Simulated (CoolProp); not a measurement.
Vapour-liquid equilibrium of R134a (1) + R142b (2) at 0.0119 MPa; x and y are mole fractions of (1).

The numbers come from the multi-fluid Helmholtz-energy mixture model, Tillner-Roth 1994 and Lemmon 2006; pair parameters Bell 2016 in CoolProp.

Q: Give the bubble temperature and the first vapour's composition at x = 0.45, 0.55, 0.95. Is there an azeotrope?

A: x = 0.45: -60.3 °C, y = 0.658; x = 0.55: -61.3 °C, y = 0.730; x = 0.95: -64.1 °C, y = 0.968. No azeotrope shows between x = 0.05 and 0.95.

The pair parameters rest on a limited set of measurements; away from them the model extrapolates.
